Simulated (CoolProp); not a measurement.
R124 along the isotherm -19.65 °C: fugacity coefficient from the reference equation and from simpler models built on Tc = 122.3 °C, pc = 3624 kPa, ω = 0.288; each cubic takes its own stable root.

Computed with CoolProp (reference Helmholtz-energy equation of state, de Vries 1995).

| p (kPa) | phase | reference |
|---|---|---|
| 28.7 | gas | 0.9871 |
| 43.2 | gas | 0.9806 |
| 65.2 | gas | 0.9706 |
| 98.4 | liquid | 0.7143 |
| 148 | liquid | 0.4759 |
| 224 | liquid | 0.3155 |
| 338 | liquid | 0.2101 |
| 510 | liquid | 0.1403 |
| 769 | liquid | 0.09409 |
| 1160 | liquid | 0.06344 |
| 1750 | liquid | 0.04313 |
| 2640 | liquid | 0.02971 |
| 3980 | liquid | 0.02088 |
| 6010 | liquid | 0.01508 |
| 9060 | liquid | 0.01140 |

Q: How far does each simpler model (van der Waals, Redlich-Kwong, Soave-Redlich-Kwong, Peng-Robinson) lie from the reference over these 15 states: mean and median of the absolute difference, and the worst?

A: 
- van der Waals: mean 322.7 %, median 473.5 %, worst +621.1 % at -19.65 °C and 9060 kPa
- Redlich-Kwong: mean 74.0 %, median 95.4 %, worst +104.5 % at -19.65 °C and 9060 kPa
- Soave-Redlich-Kwong: mean 0.8 %, median 0.4 %, worst +3.5 % at -19.65 °C and 9060 kPa
- Peng-Robinson: mean 0.6 %, median 0.7 %, worst +1.0 % at -19.65 °C and 98.4 kPa

At some of these states van der Waals, Redlich-Kwong gives the other phase, because its saturation line lies elsewhere.
